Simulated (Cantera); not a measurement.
Input: 1 mol Si3N4, 34 mol HCl, 2.3 mol N2, equilibrated at 1048 K and 12.8 Torr.

Equilibrium computed with Cantera from the NASA thermochemical tables; the gas is ideal and each condensed phase is pure. Candidate condensed phases: NH4Cl, Si, Si3N4; 28 gas species. The tables' values for SiCl3 are old estimates; treat these amounts as uncertain. Equilibrium is a limit: real reactors are often held back by kinetics, nucleation or transport.

Base state: HCl 0.624, H2 0.170, N2 0.122, SiCl4 0.0846, SiHCl3 0.000235, SiCl3 0.000137 (mole fractions); condensed: gas only.

Question: What changes in the equilibrium state with this change: Si3N4 replaced by BN?

Answer: 
| species | before | after |
|---|---|---|
| HCl | 0.624 | 0.915 |
| N2 | 0.122 | 0.0670 |
| H2 | 0.170 | 0.0108 |
| SiCl4 | 0.0846 | 0 |
| BCl3 | 0 | 0.00721 |
| SiHCl3 | 0.000235 | 0 |
| SiCl3 | 0.000137 | 0 |
| BN(s), mol | 0 | 0.738 |
Gases not in the tables: BHCl2. Further candidate phases: B, BN.
